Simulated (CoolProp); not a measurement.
Model: reference Helmholtz-energy equation of state, Thol 2018, in CoolProp.

### Question
Give the vapour pressure (MPa), liquid density (kg/m³), vapour density (kg/m³), enthalpy of vaporisation (kJ/kg) of saturated hydrogen chloride at 172.6, 188.5, 215.1 K.

### Answer
```csv
T (K),p (MPa),liquid density (kg/m³),vapour density (kg/m³),enthalpy of vaporisation (kJ/kg)
172.6,0.0383,1220,0.988,460
188.5,0.103,1180,2.48,443
215.1,0.379,1120,8.33,412
```
